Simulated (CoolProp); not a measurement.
Saturation properties of sulfur dioxide (Tc = 157.5 °C, pc = 7.887 MPa, ω = 0.256).

Values from CoolProp's reference Helmholtz-energy equation of state, Gao 2016.

```tsv
T (°C)	p (MPa)	enthalpy of vaporisation (kJ/kg)	liquid cp (kJ/(kg K))
-23.05	0.05460	400.9	1.358
-18.55	0.06816	397.0	1.359
-13.95	0.08472	393.0	1.360
-9.35	0.1044	…	1.361
-4.85	0.1270	384.9	1.364
-0.25	0.1539	380.8	1.366
4.35	0.1852	376.5	1.370
8.85	0.2205	372.3	1.374
13.45	…	367.9	1.378
18.05	0.3088	363.4	1.383
22.55	…	358.9	…
27.15	…	354.2	1.396
```

### Question
Some entries are withheld; supply them.

### Answer

- -9.35, enthalpy of vaporisation (kJ/kg): 389.0
- 13.45, p (MPa): 0.2618
- 22.55, p (MPa): 0.3610
- 22.55, liquid cp (kJ/(kg K)): 1.389
- 27.15, p (MPa): 0.4211

It boils at -10.0 °C under 1 atm.
